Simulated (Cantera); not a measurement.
Charge: 1 mol Si(CH3)4, 1.5 mol C2H4, 420 mol H2, held at 1.43 Torr.

These are equilibrium values from Cantera (NASA tables, ideal gas, pure condensed phases), not measurements of a reactor. Candidate condensed phases: C, C6H6, C7H8, C8H18, Si, SiC; 87 gas species. The numbers say what is thermodynamically allowed, not how fast it happens. All values below are at 2575 K.

Base state: H 0.537, H2 0.456, C2H2 (acetylene) 0.00439, Si 0.00140, C2H 0.000432, C3 0.000429, SiC2 0.000292, C 0.000193 (mole fractions); condensed: gas only.

Problem. What changes in the equilibrium state with this change: H2 from 420 to 2.8 mol?

Solution. 
```json
[
 {"species": "H", "before": "0.537", "after": "0.515"},
 {"species": "H2", "before": "0.456", "after": "0.420"},
 {"species": "Si", "before": "0.00140", "after": "0.0432"},
 {"species": "SiC2", "before": "0.000292", "after": "0.0138"},
 {"species": "Si2C", "before": "2.22e-7", "after": "0.000263"},
 {"species": "Si2", "before": "1.35e-8", "after": "1.29e-5"},
 {"species": "SiC", "before": "7.48e-7", "after": "2.86e-5"},
 {"species": "C(graphite), mol", "before": "0", "after": "6.23"}
]
```
